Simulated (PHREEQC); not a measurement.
A PHREEQC input (ion-association model, wateq4f.dat):

```
SOLUTION 1
  temp 25
  units mg/kgw
  pH 6.61
  pe 12.7
  Na 40.1
  K 0.111
  Ca 235
  Mg 78.4
  Cl 73.3 charge
  Li 0.1 charge
  S(6) 838 as SO4
  Alkalinity 89.6 as HCO3
  Ba 2.46
END
USE solution 1
EQUILIBRIUM_PHASES 1
  CO2(g) -3.4 10
END
```

It stops with these messages:

```
ERROR: Charge balance specified for more than one species.
ERROR: Program terminating due to input errors.
```

The fault: two constituents marked charge. The line should read `Cl 73.3` where the input has `Cl 73.3 charge / Li 0.1 charge`. With the mend the run ends at pH 8.26 and ionic strength 0.0280 mol/kgw.
